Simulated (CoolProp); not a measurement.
A single-stage vapour-compression cycle with the fluid: evaporating at 274.15 K (dew point), condensing at 336.15 K (bubble point), superheat 10 K, subcooling 0 K, compressor efficiency 0.6, no pressure losses. The same conditions are run with several fluids, on thermodynamics alone (safety and materials aside).

Computed with CoolProp (reference Helmholtz-energy equation of state of each fluid (R1233zd(E): Akasaka 2022; R410A: Lemmon 2003; R115: Lemmon 2016; carbonyl sulfide: Lemmon 2006; R143a: Lemmon and Jacobsen 2000; R1336mzz(Z): McLinden 2020)). Blends and air are pseudo-pure fits.

Problem. Rank R1233zd(E), R410A, R115, carbonyl sulfide, R143a, R1336mzz(Z) by cooling COP, highest first.

Solution. R1233zd(E) (2.03), R1336mzz(Z) (1.93), carbonyl sulfide (1.89), R410A (1.46), R143a (1.38), R115 (1.28)

```tsv
fluid	pressure ratio	discharge temperature (K)	refrigerating effect (kJ/kg)	volumetric capacity (kJ/m³)
R1233zd(E)	8.39	370.9	135	387
R410A	4.98	395.9	116	3430
R115	4.83	350.7	43.6	1450
carbonyl sulfide	4.42	434.0	189	3550
R143a	4.79	371.2	87.0	2300
R1336mzz(Z)	10.3	354.4	110	203
```
